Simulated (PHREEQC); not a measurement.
Solution (25 °C): 0.012 mol/kgw CuCl2, 0.026 mol/kgw HCl and 0.000115 mol/kgw Na2SO4. Closed to the air; pH follows from the charge balance.

Equilibrium calculation in PHREEQC: ion-association model, phreeqc.dat.

| Property | Value |
|---|---|
| pH | 1.66 |
| ionic strength | 0.0608 mol/kgw |
| specific conductance | 12000 µS/cm |
| density | 0.999 g/cm³ |
| total alkalinity | -26.0 meq/kg |

```csv
species,molality,activity,log γ
Cl-,0.0493,0.0395,-0.096
H+,0.0260,0.0220,-0.073
Cu+2,0.0113,0.00518,-0.338
CuCl+,0.000685,0.000550,-0.095
Na+,0.000230,0.000187,-0.090
HSO4-,5.08e-5,4.11e-5,-0.092
SO4-2,4.42e-5,1.93e-5,-0.360
CuSO4,2.01e-5,2.03e-5,0.006
CuCl2,1.15e-5,1.17e-5,0.006
```

No solid was allowed to form.
